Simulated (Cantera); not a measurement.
Ignition delay

Mixture: H₂ : O₂ : N₂ = 1 : 0.238 : 0.895 (molar parts), at 25500 Torr, adiabatic and at constant volume. Ignition delay is the time to a rise of 400 K.

Detailed kinetics in Cantera: GRI-Mech 3.0 (53 species, 325 reactions). The hydrogen kinetics of GRI-Mech 3.0 are dated; newer H2 mechanisms differ, most at raised pressure. The pressure lies above the range GRI-Mech 3.0 was tuned for (to about 10 atm).

```
T0 (K)  delay (ms)
------  ----------
1100         0.425
1200        0.0787
1300        0.0164
1400       0.00328
1500      0.000840
1600      0.000411
1700      0.000267
1800      0.000195
```

```json
{
 "apparent activation energy between 1600 and 1800 K": "90 kJ/mol"
}
```
